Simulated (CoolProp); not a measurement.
Values from CoolProp's reference Helmholtz-energy equation of state, Lemmon 2006. It is a short technical equation, of lower accuracy than the large ones.

Task: For R141b, give the phase and the density (kg/m³), Joule-Thomson coefficient (K/MPa), isothermal compressibility (1/MPa) at 365.1 K and 0.526 MPa; 365.1 K and 1.05 MPa.

Result: 
- 365.1 K and 0.526 MPa: gas; density 22.9, Joule-Thomson coefficient 24.9, isothermal compressibility 2.19
- 365.1 K and 1.05 MPa: liquid; density 1090, Joule-Thomson coefficient -0.143, isothermal compressibility 0.00394
